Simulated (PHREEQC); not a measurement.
Solution (25 °C): 0.097 mol Ni(NO3)2, 6.4e-05 mol KCl and 0.022 mol NiCl2 per kg of water. Closed to the air; pH follows from the charge balance.

Equilibrium calculation in PHREEQC: ion-association model, wateq4f.dat.

Question: The ionic strength comes out as 0.350 mol/kgw. What activity coefficients do Cl-, K+, Ni+2, NiOH+, H+ get?

Answer: Cl- 0.67, K+ 0.67, Ni+2 0.29, NiOH+ 0.73, H+ 0.78.

This is a speciation only: nothing precipitates in the calculation. Species that the database lacks are ignored.
